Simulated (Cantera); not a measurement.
A perfectly stirred reactor is fed with CH₄ : C₂H₆ : O₂ : N₂ : H₂O = 1 : 1.3 : 13.6 : 51.3 : 7.9 (molar parts), equivalence ratio 0.48, at 5.40 bar; it is adiabatic with a 650 K inlet, and is followed from long to short residence time, starting on the burning branch (τ in s: 0.11, 0.046, 0.02, 0.0084, 0.0036, 0.0016, 0.00067, 0.00029, 0.00012, 5.3e-05, 2.3e-05, 9.8e-06).

Cantera simulation using GRI-Mech 3.0 (53 species, 325 reactions); the numbers are that mechanism's predictions, not measurements.

What does this change do: 0.42 parts H2 added?


| quantity | before | after |
|---|---|---|
| blow-out, bracketed by the residence times tried | burning at 0.670 ms, out at 0.290 ms | burning at 0.670 ms, out at 0.290 ms |
| x(CH₄) at τ = 0.110 s | 3.12e-6 | 2.63e-6 |
| x(C₂H₆) at τ = 0.110 s | 8.46e-7 | 6.92e-7 |
| x(O₂) at τ = 0.110 s | 0.0931 | 0.0901 |
| x(N₂O) at τ = 0.110 s | 4.75e-7 | 4.46e-7 |
| x(OH) at τ = 0.110 s | 0.000246 | 0.000287 |
| x(CH₄) at τ = 0.670 ms | 0.000182 | 0.000115 |
| x(C₂H₆) at τ = 0.670 ms | 5.82e-5 | 3.70e-5 |
| x(O₂) at τ = 0.670 ms | 0.0974 | 0.0929 |
| x(N₂O) at τ = 0.670 ms | 1.21e-6 | 1.48e-6 |
| x(OH) at τ = 0.670 ms | 0.000546 | 0.000825 |
